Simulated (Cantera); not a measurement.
Input (Python, Cantera) and output of one run.

```python
import numpy as np
import cantera as ct

gas_names = """
    C CH CH2 CH3 CH2OH CH3O CH4 CH3OH CN CO CO2 COOH C2 C2H CHCO,ketyl C2H2,acetylene C2H2,vinylidene
    CH2CO,ketene C2H3,vinyl CH3CN CH3CO,acetyl C2H4 C2H4O,ethylen CH3CHO,ethanal CH3COOH (HCOOH)2 C2H5
    C2H6 CH3OCH3 C2H5OH CCN CNC C2N2 C2O C3 C3H3,propargyl C3H4,allene C3H4,propyne C3H4,cyclo-
    C3H5,allyl C3H6,propylene C3H6,cyclo- C3H6O C3H7,n-propyl C3H7,i-propyl C3H8 C3H8O,1propanol
    C3H8O,2propanol C3O2 C4 C4H2 C4H4,1,3-cyclo- C4H6,butadiene C4H6,2-butyne C4H6,cyclo- C4H8,1-butene
    C4H8,cis2-buten C4H8,tr2-butene C4H8,isobutene C4H8,cyclo- (CH3COOH)2 C4H9,n-butyl C4H9,i-butyl
    C4H9,s-butyl C4H9,t-butyl C4H10,isobutane C4H10,n-butane C4N2 C5 C5H6,1,3cyclo- C5H8,cyclo-
    C5H10,1-pentene C5H10,cyclo- C5H11,pentyl C5H11,t-pentyl C5H12,n-pentane C5H12,i-pentane
    CH3C(CH3)2CH3 C6H2 C6H5,phenyl C6H5O,phenoxy C6H6 C6H5OH,phenol C6H10,cyclo- C6H12,1-hexene
    C6H12,cyclo- C6H13,n-hexyl C7H7,benzyl C7H8 C7H8O,cresol C7H14,1-heptene C7H15,n-heptyl
    C7H16,n-heptane C8H8,styrene C8H10,ethylbenz C8H16,1-octene C8H17,n-octyl C8H18,isooctane
    C8H18,n-octane C9H19,n-nonyl C10H8,naphthale C10H21,n-decyl C12H9,o-bipheny C12H10,bipheny H HCN HCO
    HCCN HNC HNCO HNO HNO2 HNO3 HO2 H2 HCHO,formaldehy HCOOH H2O H2O2 N NCO NH NH2 NH3 NH2OH NO NO2 NO3
    N2 N2H2 N2H4 N2O O OH O2 O3 Si SiC SiC2 SiC4H12 SiH SiH2 SiH3 SiH4 SiN SiO SiO2 Si2 Si2C Si2N Si3
""".split()
cond_names = """
    C(gr) C6H6(L) C7H8(L) C8H18(L),n-octa H2O(s) H2O(L) Si(cr) Si(L) SiC(b) SiO2(Lqz) SiO2(hqz) SiO2(L)
    Si2N2O(s) Si3N4(a)
""".split()


def load(file, names, dense=False):
    # The tables refer to 1 bar. Condensed volumes are neglected.
    table = {s.name: s for s in ct.Species.list_from_file(file)}
    out = []
    for n in names:
        d = dict(table[n].input_data)
        d["thermo"] = dict(d["thermo"], **{"reference-pressure": 1e5})
        if dense:
            d["equation-of-state"] = {"model": "constant-volume", "density": "1e6 g/cm^3"}
        out.append(ct.Species.from_dict(d))
    return out


gas = ct.Solution(thermo="ideal-gas", species=load("nasa_gas.yaml", gas_names))
cond = {s.name: ct.Solution(thermo="fixed-stoichiometry", species=[s], name=s.name)
        for s in load("nasa_condensed.yaml", cond_names, dense=True)}
atoms = {
    'HMDSO': {'Si': 2, 'C': 6, 'H': 18, 'O': 1},
    'N2O': {'N': 2, 'O': 1},
}
top_T = {'C(gr)': 4500, 'SiC(b)': 3050, 'Si2N2O(s)': 2100, 'Si3N4(a)': 2400}  # K; cautious upper limits of use, not melting points


def equilibrate(T, P, feed):
    n = {}
    for name, mol in feed.items():
        for a, k in atoms[name].items():
            n[a] = n.get(a, 0.0) + k * mol
    gas.TPX = T, P, n
    mass = sum(n.values()) * gas.mean_molecular_weight
    gas.equilibrate("TP")
    valid = [c for c in cond.values() if c.min_temp <= T <= top_T.get(c.name, c.max_temp)]
    mix = ct.Mixture([(gas, mass / gas.mean_molecular_weight)] + [(c, 0.0) for c in valid])
    mix.T, mix.P = T, P
    mix.equilibrate("TP", solver="vcs", rtol=1e-11, max_steps=5000)
    return mix


results = []
feed = {'HMDSO': 1, 'N2O': 1.3}  # mol
P = 37  # Pa
for T in [798, 823, 848, 873, 898, 923, 948, 973, 998, 1023, 1048, 1073, 1098]:
    mix = equilibrate(T, P, feed)
    results.append((T, P, feed, dict(zip(mix.species_names, mix.species_moles))))

top = {s: max(r[3][s] / sum(r[3][g] for g in gas_names) for r in results) for s in gas_names}
cols = sorted((s for s in top if top[s] > 1e-05), key=lambda s: -top[s])[:6]
seen = [c for c in cond_names if any(r[3].get(c, 0) > 1e-12 for r in results)]
print("log10 of partial pressures in bar; condensed amounts in mol")
print(f"{'T/K':>10s}" + "".join(f"{s[:9]:>10s}" for s in cols + seen))
for T, P, feed, n in results:
    ng = sum(n[g] for g in gas_names)
    print(f"{T:10.4g}" + "".join(f"{np.log10(max(n[s] / ng * P / 1e5, 1e-99)):10.3f}" for s in cols)
          + "".join(f"{n.get(c, 0):10.4g}" for c in seen))
```

It prints:

```
log10 of partial pressures in bar; condensed amounts in mol
       T/K        H2        CO        N2       CH4     C(gr) SiO2(Lqz) SiO2(hqz) Si2N2O(s)
       798    -3.466    -7.302    -4.555    -6.789     5.994    0.8658         0    0.5671
       823    -3.466    -6.945    -4.555    -6.962     5.994    0.8647         0    0.5677
       848    -3.466    -6.610    -4.556    -7.126     5.992         0    0.8624    0.5688
       873    -3.466    -6.296    -4.558    -7.280     5.985         0    0.8578    0.5711
       898    -3.467    -5.999    -4.561    -7.428     5.973         0     0.849    0.5755
       923    -3.467    -5.720    -4.566    -7.568     5.949         0    0.8331    0.5834
       948    -3.469    -5.457    -4.576    -7.703     5.907         0    0.8051    0.5975
       973    -3.471    -5.211    -4.593    -7.832     5.836         0    0.7575    0.6213
       998    -3.474    -4.981    -4.622    -7.959      5.72         0      0.68      0.66
      1023    -3.479    -4.770    -4.670    -8.083     5.539         0    0.5593    0.7204
      1048    -3.487    -4.580    -4.750    -8.208     5.273         0    0.3823    0.8088
      1073    -3.497    -4.417    -4.880    -8.331     4.918         0    0.1455    0.9272
      1098    -3.503    -4.343    -4.980    -8.443       4.7         0         0         1
```

Method: chemical equilibrium by Gibbs-energy minimisation in Cantera with the NASA 1993 tables (ideal gas, pure condensed phases). The feed counts by its element totals alone. Mutual solubility and eutectic melting of coexisting phases are not modelled.
